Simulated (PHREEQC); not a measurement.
**Nickel, zinc or cadmium bath: an equilibrium model**

A solution holds 0.0021 mol/kgw ZnSO4, 0.19 mol/kgw KCl and 0.0031 mol/kgw FeSO4, at 30 °C. Closed to the air; pH follows from the charge balance.

The numbers come from PHREEQC with the ion-association model, phreeqc.dat.

Each row changes one thing in this solution. Precipitation was switched off in this run.

```
case                                            pH  ionic strength (mol/kgw)  SO4-2 (mol/kgw)  Fe+2 (mol/kgw)  FeSO4 (mol/kgw)  FeOH+ (mol/kgw)  SI of Melanterite (FeSO4:7H2O)
--------------------------------------------  ----  ------------------------  ---------------  --------------  ---------------  ---------------  ------------------------------
as made                                       5.79                     0.206          0.00353         0.00272         0.000164          3.37e-7                           -3.92
KCl left out                                  5.88                    0.0158          0.00393         0.00241         0.000693       (withheld)                           -3.30
ZnSO4 replaced by H2SO4 at the same molality  2.52                     0.204       (withheld)         0.00272         0.000155         1.80e-10                           -3.95
KCl from 0.19 to 0.171 mol/kgw                5.80                     0.187          0.00357         0.00272         0.000178          3.46e-7                           -3.89
FeSO4 from 0.0031 to 0.00031 mol/kgw          5.80                     0.197          0.00167        0.000279          8.22e-6          3.56e-8                           -5.22
diluted 100-fold with water                   6.63                   0.00211          5.10e-5         3.07e-5          2.04e-7          5.12e-8                           -6.83
```

Question: Some entries are withheld; supply them.

Answer: 
- KCl left out, FeOH+ (mol/kgw): 5.80e-7
- ZnSO4 replaced by H2SO4 at the same molality, SO4-2 (mol/kgw): 0.00331

Species that the database lacks are ignored.
